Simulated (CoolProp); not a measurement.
Vapour-liquid equilibrium of CHF3 (R23) (1) + R152A (2) at 39.8 kPa; x and y are mole fractions of (1).

Model: multi-fluid Helmholtz-energy mixture model, Penoncello 2003 and Outcalt 1996; pair parameters Bell 2016, in CoolProp.

| x | bubble temperature, mixture model (°C) | bubble temperature, Raoult's law (°C) | y, mixture model | y, Raoult's law |
|---|---|---|---|---|
| 0.05 | -52.8 | -54.5 | 0.437 | 0.498 |
| 0.125 | -63.0 | -65.3 | ___ | 0.767 |
| 0.2 | ___ | -72.2 | 0.844 | 0.869 |
| 0.275 | -75.4 | -77.2 | ___ | 0.918 |
| 0.35 | -79.5 | -81.0 | 0.938 | 0.946 |
| 0.425 | -82.9 | -84.0 | ___ | 0.963 |
| 0.5 | -85.7 | -86.5 | 0.972 | 0.974 |
| 0.575 | -88.1 | -88.7 | 0.981 | 0.982 |
| 0.65 | ___ | -90.5 | 0.987 | 0.987 |
| 0.725 | ___ | -92.1 | 0.991 | 0.991 |
| 0.8 | -93.4 | -93.6 | ___ | 0.994 |
| 0.875 | -94.8 | -94.8 | 0.997 | 0.997 |
| 0.95 | -96.0 | -96.0 | 0.999 | 0.999 |

Problem. What belongs in the gaps?

Solution. 
- 0.125, y, mixture model: 0.723
- 0.2, bubble temperature, mixture model (°C): -70.1
- 0.275, y, mixture model: 0.905
- 0.425, y, mixture model: 0.959
- 0.65, bubble temperature, mixture model (°C): -90.1
- 0.725, bubble temperature, mixture model (°C): -91.9
- 0.8, y, mixture model: 0.995

The largest gap from Raoult's law is +2.3 K in bubble temperature, at x = 0.125. No azeotrope shows between x = 0.05 and 0.95.

Pair parameters are fitted to limited data, so mixtures are less certain than the pure fluids.
